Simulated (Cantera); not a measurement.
Input: 1 mol Cu, 0.15 mol CO, 19 mol H₂, held at 952 °C and 33000 Pa.

Cantera equilibrium calculation (NASA polynomials, part measured and part estimated; ideal gas, pure solids and liquids). Candidate condensed phases: C, C₆H₆, C₇H₈, C₈H₁₈, Cu, CuO, Cu(OH)₂, Cu₂O, H₂O; 113 gas species. Kinetics and transport are ignored.

Base state: H₂ 0.992, CO 0.00739, CH₄ 0.000451, H₂O 0.000449 (mole fractions); condensed: Cu(s).

**Question.** What changes in the equilibrium state with this change: temperature from 952 °C to 725 °C?

**Answer.** 
```json
[
 {"species": "H₂", "before": "0.992", "after": "0.988"},
 {"species": "CH₄", "before": "0.000451", "after": "0.00402"},
 {"species": "H₂O", "before": "0.000449", "after": "0.00400"},
 {"species": "CO₂", "before": "2.28e-6", "after": "2.26e-5"},
 {"species": "CO", "before": "0.00739", "after": "0.00385"},
 {"species": "Cu(s), mol", "before": "1.000", "after": "1.00"}
]
```
